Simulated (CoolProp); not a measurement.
R245fa along the isotherm 440 K: density (kg/m³) from the reference equation and from simpler models built on Tc = 427.0 K, pc = 3651 kPa, ω = 0.378; each cubic takes its own stable root.

Values from CoolProp's reference Helmholtz-energy equation of state, Akasaka 2015.

```tsv
p (kPa)	phase	reference
28.9	gas	1.061
48.7	gas	1.792
82.2	gas	3.032
139	gas	5.152
234	gas	8.743
395	gas	14.97
667	gas	25.90
1130	gas	45.95
1900	gas	84.59
3200	gas	179.3
5410	supercritical	738.3
9130	supercritical	901.2
```

Q: How far does each simpler model (ideal gas, Redlich-Kwong, Soave-Redlich-Kwong) lie from the reference over these 12 states: mean and median of the absolute difference, and the worst?

A: 
- ideal gas: mean 17.6 %, median 4.5 %, worst -73.2 % at 440 K and 5410 kPa
- Redlich-Kwong: mean 2.6 %, median 0.2 %, worst -15.2 % at 440 K and 5410 kPa
- Soave-Redlich-Kwong: mean 3.0 %, median 0.1 %, worst -19.8 % at 440 K and 5410 kPa
